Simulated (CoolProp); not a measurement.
The numbers come from the reference Helmholtz-energy equation of state, Bücker 2006 in CoolProp.

**Question.** For ethane, give the phase and the cp (kJ/(kg K)), speed of sound (m/s), isothermal compressibility (1/MPa), viscosity (µPa s) at 200 K and 6.7 MPa; 238.3 K and 6.7 MPa; 253.7 K and 6.7 MPa.

**Answer.** 
- 200 K and 6.7 MPa: liquid; cp 2.46, speed of sound 1260, isothermal compressibility 0.00202, viscosity 147
- 238.3 K and 6.7 MPa: liquid; cp 2.69, speed of sound 977, isothermal compressibility 0.00390, viscosity 97.5
- 253.7 K and 6.7 MPa: liquid; cp 2.83, speed of sound 860, isothermal compressibility 0.00545, viscosity 82.7

Viscosity comes from a separate model (Friend 1991).
